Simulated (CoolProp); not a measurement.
Saturated liquid density (kg/m³) of carbon monoxide: the reference equation beside estimates from Tc = -140.3 °C, pc = 34.98 bar, ω = 0.050. Rackett uses Z = 0.29056 − 0.08775 ω.

Values from CoolProp's reference Helmholtz-energy equation of state, Lemmon 2006. It is a short technical equation, of lower accuracy than the large ones.

```json
[
 {"T (°C)": "-193.75", "reference": "802.9", "Rackett": "813.1", "van der Waals": "547.7", "Redlich-Kwong": "806.4", "Soave-Redlich-Kwong": "801.5", "Peng-Robinson": "905.0"},
 {"T (°C)": "-187.55", "reference": "775.6", "Rackett": "786.4", "van der Waals": "529.7", "Redlich-Kwong": "775.2", "Soave-Redlich-Kwong": "771.9", "Peng-Robinson": "872.7"},
 {"T (°C)": "-181.35", "reference": "746.8", "Rackett": "758.1", "van der Waals": "510.3", "Redlich-Kwong": "741.0", "Soave-Redlich-Kwong": "739.3", "Peng-Robinson": "836.9"},
 {"T (°C)": "-175.05", "reference": "715.4", "Rackett": "727.2", "van der Waals": "488.7", "Redlich-Kwong": "702.7", "Soave-Redlich-Kwong": "702.4", "Peng-Robinson": "795.9"},
 {"T (°C)": "-168.85", "reference": "681.7", "Rackett": "694.2", "van der Waals": "465.3", "Redlich-Kwong": "660.6", "Soave-Redlich-Kwong": "661.7", "Peng-Robinson": "750.1"},
 {"T (°C)": "-162.65", "reference": "644.2", "Rackett": "657.4", "van der Waals": "438.9", "Redlich-Kwong": "613.0", "Soave-Redlich-Kwong": "615.2", "Peng-Robinson": "697.2"},
 {"T (°C)": "-156.45", "reference": "601.1", "Rackett": "615.0", "van der Waals": "408.2", "Redlich-Kwong": "557.9", "Soave-Redlich-Kwong": "560.9", "Peng-Robinson": "634.7"},
 {"T (°C)": "-150.15", "reference": "547.3", "Rackett": "561.9", "van der Waals": "370.1", "Redlich-Kwong": "490.0", "Soave-Redlich-Kwong": "493.2", "Peng-Robinson": "555.6"}
]
```

Absolute difference from the reference over all 8 rows, mean and median: Rackett 1.8 and 1.7 %, van der Waals 31.9 and 31.8 %, Redlich-Kwong 3.6 and 2.4 %, Soave-Redlich-Kwong 3.4 and 2.4 %, Peng-Robinson 9.2 and 10.6 %.
